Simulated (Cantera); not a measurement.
Feed: 1 mol PH₃, 0.29 mol O₂, 0.16 mol H₂, held at 1573 K and 1 atm.

Method: chemical equilibrium by Gibbs-energy minimisation in Cantera with the NASA 1993 tables (ideal gas, pure condensed phases). Candidate condensed phases: H₂O, P, P₄O₁₀; 17 gas species. Gases not in the tables: HPO₂, HPO₃ and P₄O₆. The numbers say what is thermodynamically allowed, not how fast it happens.

Base state: H₂ 0.532, H₂O 0.243, P₂ 0.188, P₄ 0.0184, PO₂ 0.00962, PO 0.00870, PH₃ 9.01e-5, H 2.95e-5 (mole fractions); condensed: gas only.

Q: What changes in the equilibrium state with this change: temperature from 1573 K to 2423 K?

A: 
```
species   before     after
-------  -------  --------
H₂         0.532     0.615
P₂         0.188     0.139
PO       0.00870     0.126
H₂O        0.243    0.0848
P₄        0.0184   3.06e-5
H        2.95e-5    0.0138
PO₂      0.00962    0.0178
OH       4.86e-7  0.000360
P        3.08e-6   0.00210
PH       1.31e-5  0.000984
PH₃      9.01e-5   1.52e-5
```
